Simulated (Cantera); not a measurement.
Input: 1 mol Si₃N₄, 54 mol H₂, 1.5 mol O₂, equilibrated at 12.0 Pa.

Method: chemical equilibrium by Gibbs-energy minimisation in Cantera with the NASA 1993 tables (ideal gas, pure condensed phases). Candidate condensed phases: H₂O, Si, SiO₂, Si₂N₂O, Si₃N₄; 35 gas species. Mutual solubility and eutectic melting of coexisting phases are not modelled. The tables hold silica as quartz up to 1696 K and as liquid above; real silica turns to tridymite and cristobalite and melts near 1996 K. Equilibrium is a limit: real reactors are often held back by kinetics, nucleation or transport.

Question: What share of the Si ends up in condensed phases as a function of T (°C), at 675, 775, 875, 975, 1075, 1175, 1275, 1375, 1475?

Answer: 
```csv
T (°C),Si condensed (%),as
675,100.0,SiO₂(β-quartz) + Si₂N₂O(s)
775,100.0,SiO₂(β-quartz) + Si₂N₂O(s)
875,100.0,SiO₂(β-quartz) + Si₂N₂O(s)
975,99.2,SiO₂(β-quartz) + Si₂N₂O(s)
1075,73.6,SiO₂(β-quartz) + Si₂N₂O(s)
1175,0.0,-
1275,0.0,-
1375,0.0,-
1475,0.0,-
```
